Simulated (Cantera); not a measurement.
**Ignition delay**

Mixture: CH4 : C2H6 : O2 : N2 = 1 : 0.095 : 1.94 : 7.31 (molar parts), equivalence ratio 1.2, at 5.80 bar, adiabatic and at constant pressure. Ignition delay is the time to a rise of 400 K.

Computed with Cantera and GRI-Mech 3.0 (53 species, 325 reactions).

```tsv
T0 (K)	delay (ms)
1275	0.746
1350	0.361
1425	0.181
1500	0.0935
1575	0.0498
1650	0.0277
```

```yaml
apparent activation energy between 1500 and 1650 K: 170 kJ/mol
```
